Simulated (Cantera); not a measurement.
Counterflow diffusion flame

A counterflow diffusion flame at 2.10 bar, nozzles 20 mm apart: fuel side CH3OH = 1 (molar parts) at 598 K, oxidiser side O2 : N2 = 0.25 : 0.75 (molar parts) at 775 K, fuel mass flux 1.2 times the oxidiser's; mixture-averaged transport, no radiation.

Model: GRI-Mech 3.0 (53 species, 325 reactions), integrated in Cantera. GRI-Mech 3.0 was tuned for natural gas; its chemistry of methanol as a main component is partial and can be far from experiment. GRI-Mech 3.0 has no aromatics or soot, which form on the fuel side of real flames. The maximum strain rate includes the flame's own expansion and is several times the mean.

| oxidiser flux (kg/m²/s) | max strain (1/s) | mean strain (1/s) | T max (K) | peak x OH | peak x H | peak x NO | peak x CO | peak x C2H2 |
|---|---|---|---|---|---|---|---|---|
| 0.53 | 230 | 51.5 | 2535 | 0.0152 | 0.00561 | 0.00114 | 0.225 | 4.84e-5 |
| 0.79 | 334 | 76.8 | 2508 | 0.0155 | 0.00618 | 0.000817 | 0.222 | 6.58e-5 |
| 1.2 | 495 | 117 | 2476 | 0.0160 | 0.00696 | 0.000572 | 0.220 | 9.00e-5 |
| 1.8 | 723 | 175 | 2434 | 0.0163 | 0.00784 | 0.000387 | 0.218 | 0.000120 |
| 2.7 | 1060 | 262 | 2384 | 0.0166 | 0.00882 | 0.000254 | 0.215 | 0.000158 |
| 4 | 1530 | 389 | 2330 | 0.0167 | 0.00988 | 0.000169 | 0.211 | 0.000203 |
| 6 | 2240 | 583 | 2278 | 0.0169 | 0.0111 | 0.000118 | 0.208 | 0.000261 |
x: mole fraction; the columns are a selection and need not sum to one.
